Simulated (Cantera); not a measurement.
**Pyrogenic steam for wet oxidation**

An isothermal, constant-pressure homogeneous reactor starts with H2 : O2 : N2 = 1.6 : 1 : 18 (molar parts), equivalence ratio 0.80, at 975 K and 0.390 bar.

Cantera simulation using the H2/O2 subset of GRI-Mech 3.0, which has no nitrogen chemistry; the numbers are that mechanism's predictions, not measurements. The temperature is held fixed by assumption; the heat of reaction is taken as removed at once.

| t (s) | x H2 | x O2 | x H | x OH | x HO2 | x H2O |
|---|---|---|---|---|---|---|
| 7.00e-6 | 0.0777 | 0.0485 | 3.61e-12 | <1e-12 | 3.79e-12 | <1e-12 |
| 3.54e-5 | 0.0777 | 0.0485 | 1.92e-11 | <1e-12 | 2.07e-11 | 3.93e-12 |
| 0.000179 | 0.0777 | 0.0485 | 2.12e-10 | 7.88e-12 | 1.76e-10 | 2.22e-10 |
| 0.000906 | 0.0777 | 0.0485 | 3.39e-7 | 1.29e-8 | 2.00e-7 | 5.82e-7 |
| 0.00458 | 0.00182 | 0.0110 | 0.000242 | 9.93e-5 | 4.85e-6 | 0.0787 |
| 0.0232 | 0.000240 | 0.0102 | 2.44e-6 | 9.08e-6 | 2.53e-6 | 0.0806 |
| 0.117 | 5.31e-5 | 0.0101 | 9.16e-8 | 1.54e-6 | 1.00e-6 | 0.0808 |
| 0.593 | 1.29e-5 | 0.0101 | 4.86e-9 | 3.29e-7 | 2.99e-7 | 0.0808 |
| 3.00 | 2.11e-6 | 0.0101 | 2.45e-10 | 9.80e-8 | 5.37e-8 | 0.0808 |
x: mole fraction; the columns are a selection and need not sum to one.

Equilibrium at this temperature and pressure: H2 5.27e-11, O2 0.0101, H <1e-12, OH 3.72e-8, HO2 4.51e-11, H2O 0.0808 (gas phase only).
